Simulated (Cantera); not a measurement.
# Adiabatic ignition

An adiabatic, constant-pressure homogeneous reactor starts with CH4 : O2 : N2 = 1 : 2.86 : 10.7 (molar parts), at 1250 K and 0.850 bar.

Detailed kinetics in Cantera: GRI-Mech 3.0 (53 species, 325 reactions).

| t (s) | T (K) | x CH4 | x O2 | x CH2CO | x O | x C2H |
|---|---|---|---|---|---|---|
| 2.00e-6 | 1250 | 0.0687 | 0.196 | <1e-12 | 9.52e-12 | <1e-12 |
| 7.35e-6 | 1250 | 0.0687 | 0.196 | <1e-12 | 2.13e-11 | <1e-12 |
| 2.70e-5 | 1250 | 0.0687 | 0.196 | <1e-12 | 3.53e-11 | <1e-12 |
| 9.93e-5 | 1250 | 0.0687 | 0.196 | <1e-12 | 9.07e-11 | <1e-12 |
| 0.000365 | 1250 | 0.0687 | 0.196 | <1e-12 | 3.80e-10 | <1e-12 |
| 0.00134 | 1250 | 0.0687 | 0.196 | <1e-12 | 2.93e-9 | <1e-12 |
| 0.00493 | 1251 | 0.0685 | 0.196 | 1.92e-9 | 1.19e-8 | <1e-12 |
| 0.0181 | 1269 | 0.0652 | 0.194 | 2.52e-6 | 1.67e-7 | <1e-12 |
| 0.0666 | 2469 | <1e-12 | 0.0551 | <1e-12 | 0.00318 | <1e-12 |
| 0.245 | 2468 | <1e-12 | 0.0549 | <1e-12 | 0.00316 | <1e-12 |
| 0.900 | 2468 | <1e-12 | 0.0549 | <1e-12 | 0.00316 | <1e-12 |
x: mole fraction; the columns are a selection and need not sum to one.

- time of steepest temperature rise: 21.5 ms
- temperature at 0.900 s: 2468 K
- equilibrium temperature: 2468 K
- x(CH4) at 0.900 s: <1e-12 (gas-phase equilibrium <1e-12)
- x(O2) at 0.900 s: 0.0549 (gas-phase equilibrium 0.0549)
- x(CH2CO) at 0.900 s: <1e-12 (gas-phase equilibrium <1e-12)
